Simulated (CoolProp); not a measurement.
Model: reference Helmholtz-energy equation of state, Penoncello 2003, in CoolProp.

Task: Give the vapour pressure (bar), vapour density (kg/m³), enthalpy of vaporisation (kJ/kg), liquid cp (kJ/(kg K)) of saturated CHF3 (R23) at 188.2, 211.1 K.

Result: 
```json
[
 {"T (K)": "188.2", "p (bar)": "0.853", "vapour density (kg/m³)": "3.97", "enthalpy of vaporisation (kJ/kg)": "242", "liquid cp (kJ/(kg K))": "1.23"},
 {"T (K)": "211.1", "p (bar)": "2.84", "vapour density (kg/m³)": "12.3", "enthalpy of vaporisation (kJ/kg)": "222", "liquid cp (kJ/(kg K))": "1.28"}
]
```
